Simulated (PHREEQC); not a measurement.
Solution A (0.27 mol/kgw HF, 0.00024 mol/kgw NH4HF2 and 0.0026 mol/kgw (NH4)2SiF6) is mixed with solution B (0.0062 mol/kgw H3PO4 and 0.00042 mol/kgw NH3) at 20 °C; shares are by mass of water, 1 kg in all. Oxygen alone is held at its pressure in air (log pO2 = -0.68). No CO2 enters from the air. Solids allowed: Quartz. Others were left out.

Equilibrium calculation in PHREEQC: ion-association model, wateq4f.dat.

| share of solution B | pH | H2PO4- (mol/kgw) | HF (mol/kgw) | H2F2 (mol/kgw) | H3PO4 (mol/kgw) |
|---|---|---|---|---|---|
| 0 | 1.91 | 0 | 0.136 | 0.0579 | 0 |
| 0.1 | 1.93 | [?] | 0.126 | 0.0499 | 0.000364 |
| 0.2 | 1.95 | 0.000524 | 0.116 | 0.0421 | 0.000716 |
| 0.3 | 1.97 | 0.000808 | 0.105 | 0.0347 | 0.00105 |
| 0.4 | 2.00 | [?] | 0.0940 | 0.0276 | 0.00137 |
| 0.5 | 2.03 | 0.00144 | 0.0818 | 0.0209 | 0.00166 |
| 0.6 | 2.06 | [?] | 0.0688 | 0.0148 | 0.00193 |
| 0.7 | 2.10 | 0.00219 | 0.0546 | 0.00930 | 0.00215 |
| 0.8 | 2.16 | 0.00266 | 0.0388 | [?] | 0.00230 |
| 0.9 | 2.25 | 0.00326 | 0.0209 | 0.00136 | 0.00232 |
| 1 | 2.45 | 0.00424 | 0 | 0 | 0.00196 |

Problem. Fill in the missing entries.

Solution. 
- 0.1, H2PO4- (mol/kgw): 0.000256
- 0.4, H2PO4- (mol/kgw): 0.00111
- 0.6, H2PO4- (mol/kgw): 0.00179
- 0.8, H2F2 (mol/kgw): 0.00470

wateq4f.dat counts part of the HF as a dimer, H2F2, which phreeqc.dat doesn't know; its constant is uncertain. H3PO4, which wateq4f.dat lacks, is added to it with the constant of phreeqc.dat. SiF6-2 is the database's only silicon fluoride.
